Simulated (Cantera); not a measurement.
Feed: 1 mol AlCl3, 4.1 mol N2O, a varied amount of H2, equilibrated at 1148.15 K and 0.170 bar.

These are equilibrium values from Cantera (NASA tables, ideal gas, pure condensed phases), not measurements of a reactor. Candidate condensed phases: Al, AlCl3, AlN, Al2O3, H2O, NH4Cl; 45 gas species. The numbers say what is thermodynamically allowed, not how fast it happens.

### Question
At 400 mol H2, list the 4 most abundant gas species with their mole fractions, and the condensed phases.

### Answer
H2 0.976, N2 0.0101, HCl 0.00740, H2O 0.00641. Condensed: Al2O3(s).
